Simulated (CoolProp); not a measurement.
Vapour-liquid equilibrium of carbon dioxide (1) + carbonyl sulfide (2) at 1.27 MPa; x and y are mole fractions of (1).

Model: multi-fluid Helmholtz-energy mixture model, Span 1996 and Lemmon 2006; pair parameters Bell 2016, in CoolProp.

```json
[
 {"x": "0.05", "bubble temperature (K)": "287.5", "y at the bubble point": "0.236", "dew temperature at overall composition x (K)": "[?]", "liquid density (mol/L)": "17.10"},
 {"x": "0.15", "bubble temperature (K)": "273.0", "y at the bubble point": "0.515", "dew temperature at overall composition x (K)": "291.4", "liquid density (mol/L)": "18.08"},
 {"x": "0.25", "bubble temperature (K)": "263.9", "y at the bubble point": "0.658", "dew temperature at overall composition x (K)": "286.9", "liquid density (mol/L)": "18.88"},
 {"x": "0.35", "bubble temperature (K)": "[?]", "y at the bubble point": "0.741", "dew temperature at overall composition x (K)": "[?]", "liquid density (mol/L)": "19.58"},
 {"x": "0.45", "bubble temperature (K)": "253.5", "y at the bubble point": "0.797", "dew temperature at overall composition x (K)": "276.7", "liquid density (mol/L)": "20.26"},
 {"x": "0.55", "bubble temperature (K)": "[?]", "y at the bubble point": "0.840", "dew temperature at overall composition x (K)": "270.9", "liquid density (mol/L)": "20.95"},
 {"x": "0.65", "bubble temperature (K)": "247.4", "y at the bubble point": "0.875", "dew temperature at overall composition x (K)": "264.4", "liquid density (mol/L)": "21.66"},
 {"x": "0.75", "bubble temperature (K)": "245.0", "y at the bubble point": "0.909", "dew temperature at overall composition x (K)": "257.1", "liquid density (mol/L)": "[?]"},
 {"x": "0.85", "bubble temperature (K)": "242.8", "y at the bubble point": "0.942", "dew temperature at overall composition x (K)": "249.3", "liquid density (mol/L)": "23.29"},
 {"x": "0.95", "bubble temperature (K)": "240.7", "y at the bubble point": "[?]", "dew temperature at overall composition x (K)": "[?]", "liquid density (mol/L)": "24.25"}
]
```

Task: Complete the blanks.

Result: 
- 0.05, dew temperature at overall composition x (K): 295.7
- 0.35, bubble temperature (K): 257.8
- 0.35, dew temperature at overall composition x (K): 282.0
- 0.55, bubble temperature (K): 250.1
- 0.75, liquid density (mol/L): 22.44
- 0.95, y at the bubble point: 0.979
- 0.95, dew temperature at overall composition x (K): 242.4

No azeotrope shows between x = 0.05 and 0.95.

Pair parameters are fitted to limited data, so mixtures are less certain than the pure fluids.
